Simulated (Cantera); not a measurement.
# Diamond growth

A diamond (100) surface in a fixed gas of H2 with x(CH4) = 0.013, x(H) = 0.018, x(CH3) = 0.00064, at 1200 K; coverages are run to steady state.

Computed with Cantera and the Harris–Goodwin 1993 mechanism for the reconstructed diamond (100) surface.

| P (Pa) | growth (µm/h) | θ c6HH | θ c6H* | θ c6*H | θ c6** | θ c6HM |
|---|---|---|---|---|---|---|
| 430 | 0.500 | 0.438 | 0.0384 | 0.491 | 0.0304 | 0.000962 |
| 720 | 1.11 | 0.437 | 0.0384 | 0.491 | 0.0304 | 0.00150 |
| 1200 | 2.49 | 0.437 | 0.0383 | 0.490 | 0.0304 | 0.00226 |
| 2000 | 5.51 | 0.436 | 0.0383 | 0.489 | 0.0303 | 0.00323 |
| 3400 | 12.2 | 0.435 | 0.0383 | 0.488 | 0.0303 | 0.00439 |
| 5600 | 24.4 | 0.435 | 0.0383 | 0.487 | 0.0303 | 0.00551 |
| 9400 | 47.8 | 0.434 | 0.0384 | 0.486 | 0.0302 | 0.00655 |
| 16000 | 91.0 | 0.433 | 0.0386 | 0.485 | 0.0303 | 0.00740 |
θ: site fractions in the mechanism's names (c6HH fully hydrogenated, c6H* and c6*H radical sites, c6** diradical, c6HM methylated).
